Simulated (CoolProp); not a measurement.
Tetrahydrofuran along the isobar 24.9 MPa: Z from the reference equation and from simpler models built on Tc = 540.2 K, pc = 5.304 MPa, ω = 0.234; each cubic takes its own stable root.

Values from CoolProp's reference Helmholtz-energy equation of state, Fiedler 2023.

| T (K) | phase | reference |
|---|---|---|
| 285.8 | liquid | 0.8268 |
| 302.9 | liquid | 0.7947 |
| 320 | liquid | 0.7666 |
| 337.1 | liquid | 0.7419 |
| 354.2 | liquid | 0.7203 |
| 371.3 | liquid | 0.7013 |
| 388.4 | liquid | 0.6848 |
| 405.5 | liquid | 0.6704 |

**Question.** How far does each simpler model (van der Waals, Redlich-Kwong, Soave-Redlich-Kwong) lie from the reference over these 8 states: mean and median of the absolute difference, and the worst?

**Answer.** 
- van der Waals: mean 53.8 %, median 53.8 %, worst +57.5 % at 285.8 K and 24.9 MPa
- Redlich-Kwong: mean 8.4 %, median 8.3 %, worst +9.0 % at 285.8 K and 24.9 MPa
- Soave-Redlich-Kwong: mean 6.4 %, median 6.3 %, worst +7.5 % at 285.8 K and 24.9 MPa
